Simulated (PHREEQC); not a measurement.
Copper plating or etch bath: an equilibrium model

A solution holds 4.2 mmol/kgw Cu(NO3)2, 0.065 mmol/kgw HNO3 and 0.7 mmol/kgw Na2SO4, at 28 °C and 100 atm. Closed to the air; pH follows from the charge balance.

Computed with PHREEQC (ion-association model, phreeqc.dat).

Each row changes one thing in this solution. This is a speciation only: nothing precipitates in the calculation.

```csv
case,pH,ionic strength (mol/kgw),HSO4- (mol/kgw),CuOH+ (mol/kgw),Cu2(OH)2+2 (mol/kgw),Cu(OH)2 (mol/kgw)
as made,4.24,0.0141,2.03e-6,4.88e-7,1.78e-7,1.68e-8
Cu(NO3)2 replaced by Cu(BF4)2 at the same molality,2.93,0.0152,3.89e-5,2.35e-8,4.13e-10,3.98e-11
temperature from 28 to 40 °C,4.24,0.0141,2.65e-6,4.85e-7,5.41e-7,1.66e-8
temperature from 28 to 35 °C,4.24,0.0141,2.36e-6,4.87e-7,3.45e-7,1.67e-8
```

Complexes and solids missing from the database can't appear. Under pressure, the constants of complexes without a molar volume in the database are unreliable. At this temperature some constants are extrapolated from 25 °C, and those without enthalpy data are left unchanged. Real BF4- forms and hydrolyses slowly; the run takes it at equilibrium.
